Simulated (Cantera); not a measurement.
An adiabatic, constant-pressure homogeneous reactor starts with CO : H2 : O2 : N2 = 1 : 1.2 : 1.39 : 5.24 (molar parts), equivalence ratio 0.79, at 1325 K and 19.0 bar. Integrator tolerance rtol = 1e-08.

Cantera simulation using GRI-Mech 3.0 (53 species, 325 reactions); the numbers are that mechanism's predictions, not measurements. The hydrogen kinetics of GRI-Mech 3.0 are dated; newer H2 mechanisms differ, most at raised pressure. The pressure lies above the range GRI-Mech 3.0 was tuned for (to about 10 atm).

Task: What does this change do: constant volume in place of constant pressure?

Result: 
| quantity | before | after |
|---|---|---|
| time of steepest temperature rise | 5.41 µs | 5.21 µs |
| temperature at 0.100 s | 2838 K | 3043 K |
| equilibrium temperature | 2838 K | 3043 K |
| x(CO) at 0.100 s | 0.0221 (gas-phase equilibrium 0.0221) | 0.0303 (gas-phase equilibrium 0.0303) |
| x(H2) at 0.100 s | 0.00420 (gas-phase equilibrium 0.00420) | 0.00572 (gas-phase equilibrium 0.00572) |
| x(O2) at 0.100 s | 0.0379 (gas-phase equilibrium 0.0379) | 0.0387 (gas-phase equilibrium 0.0387) |
| x(NO) at 0.100 s | 0.0151 (gas-phase equilibrium 0.0151) | 0.0197 (gas-phase equilibrium 0.0197) |
| x(H) at 0.100 s | 0.00140 (gas-phase equilibrium 0.00140) | 0.00219 (gas-phase equilibrium 0.00219) |
Above 3000 K some thermodynamic fits are extrapolated.
